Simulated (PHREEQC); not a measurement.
Consider water at 20 °C with 0.15 mol HCl, 0.11 mol Al2(SO4)3 and 0.00011 mol Fe2(SO4)3 per kg of water. Closed to the air; pH follows from the charge balance.

Model: ion-association model, phreeqc.dat, run in PHREEQC.

| quantity | before | after |
|---|---|---|
| pH | 1.21 | 1.55 |
| ionic strength (mol/kgw) | 0.505 | 0.402 |
| AlSO4+ (mol/kgw) | 0.140 | 0.141 |
| HSO4- (mol/kgw) | 0.0667 | 0.0382 |
| SO4-2 (mol/kgw) | 0.0435 | 0.0507 |
| Al+3 (mol/kgw) | 0.0390 | 0.0286 |
| SI of Hematite (Fe2O3) | -1.19 | +0.85 |
| SI of Goethite (FeOOH) | -1.59 | -0.57 |

Q: What was changed between the two runs?
A. Al2(SO4)3 from 0.11 to 0.022 mol/kgw
B. diluted 2-fold with water
C. HCl left out
D. HCl from 0.15 to 0.075 mol/kgw

A: D, HCl from 0.15 to 0.075 mol/kgw

No solid was allowed to form. Some of these states are supersaturated (in Hematite (slow to form), for instance).
